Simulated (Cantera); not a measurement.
An isothermal, constant-pressure homogeneous reactor starts with CH₄ : N₂ = 1 : 57 (molar parts), at 1575 K and 608 Torr. Integrator tolerance rtol = 1e-08.

Cantera simulation using GRI-Mech 3.0 (53 species, 325 reactions); the numbers are that mechanism's predictions, not measurements. GRI-Mech 3.0 stops at C3 and has no aromatics, soot or wall deposition, so with more carbon than oxygen in the feed, carbon stays in small species such as C2H2 where larger ones or solid carbon would form.

Problem. What does this change do: temperature 1575 to 1423 K?

Solution. 
```json
[
 {"quantity": "x(CH₄) at 60.0 s", "before": "0.000118 (gas-phase equilibrium 3.78e-5)", "after": "0.00151 (gas-phase equilibrium 0.000212)"},
 {"quantity": "x(C₂H₂) at 60.0 s", "before": "0.00839 (gas-phase equilibrium 0.000867)", "after": "0.00764 (gas-phase equilibrium 0.00105)"},
 {"quantity": "x(HCN) at 60.0 s", "before": "8.50e-7 (gas-phase equilibrium 0.0152)", "after": "1.54e-8 (gas-phase equilibrium 0.0146)"},
 {"quantity": "x(CH₃) at 60.0 s", "before": "7.01e-7 (gas-phase equilibrium 2.24e-7)", "after": "1.39e-6 (gas-phase equilibrium 2.00e-7)"},
 {"quantity": "x(CH₂) at 60.0 s", "before": "1.86e-10 (gas-phase equilibrium 5.93e-11)", "after": "4.77e-11 (gas-phase equilibrium 6.99e-12)"},
 {"quantity": "x(H) at 60.0 s", "before": "7.38e-6 (gas-phase equilibrium 7.40e-6)", "after": "1.06e-6 (gas-phase equilibrium 1.18e-6)"}
]
```

Problem. What does this change do: pressure from 608 Torr to 100.0 Torr?

Solution. 
```tsv
quantity	before	after
x(CH₄) at 60.0 s	0.000118 (gas-phase equilibrium 3.78e-5)	6.55e-5 (gas-phase equilibrium 6.24e-6)
x(C₂H₂) at 60.0 s	0.00839 (gas-phase equilibrium 0.000867)	0.00844 (gas-phase equilibrium 0.000870)
x(HCN) at 60.0 s	8.50e-7 (gas-phase equilibrium 0.0152)	2.39e-6 (gas-phase equilibrium 0.0152)
x(CH₃) at 60.0 s	7.01e-7 (gas-phase equilibrium 2.24e-7)	9.54e-7 (gas-phase equilibrium 9.11e-8)
x(CH₂) at 60.0 s	1.86e-10 (gas-phase equilibrium 5.93e-11)	6.21e-10 (gas-phase equilibrium 5.94e-11)
x(H) at 60.0 s	7.38e-6 (gas-phase equilibrium 7.40e-6)	1.82e-5 (gas-phase equilibrium 1.83e-5)
```
